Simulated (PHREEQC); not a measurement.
A solution holds 0.0041 mol H2SO4, 0.0085 mol FeCl3 and 0.016 mol CuCl2 per kg of water, at 20 °C. Closed to the air; pH follows from the charge balance.

Model: ion-association model, wateq4f.dat, run in PHREEQC.

```json
[
 {"quantity": "pH", "before": "2.12", "after": "1.55"},
 {"quantity": "ionic strength (mol/kgw)", "before": "0.0851", "after": "0.0970"},
 {"quantity": "Cl- (mol/kgw)", "before": "0.0548", "after": "0.0561"},
 {"quantity": "Fe+3 (mol/kgw)", "before": "0.00295", "after": "0.00119"},
 {"quantity": "FeCl+2 (mol/kgw)", "before": "0.00157", "after": "0.000626"},
 {"quantity": "FeOH+2 (mol/kgw)", "before": "0.000899", "after": "9.62e-5"},
 {"quantity": "SI of Goethite (FeOOH)", "before": "+3.93", "after": "+1.81"},
 {"quantity": "SI of Hematite (Fe2O3)", "before": "+9.85", "after": "+5.60"}
]
```

Q: What was changed between the two runs?
(A) temperature from 20 to 85 °C
(B) H2SO4 left out
(C) H2SO4 from 0.0041 to 0.0205 mol/kgw
(D) CuCl2 left out
(E) H2SO4 from 0.0041 to 0.041 mol/kgw

A: C, H2SO4 from 0.0041 to 0.0205 mol/kgw

Precipitation was switched off in this run. Some of these states are supersaturated (in Hematite (slow to form), Goethite (slow to form), for instance).
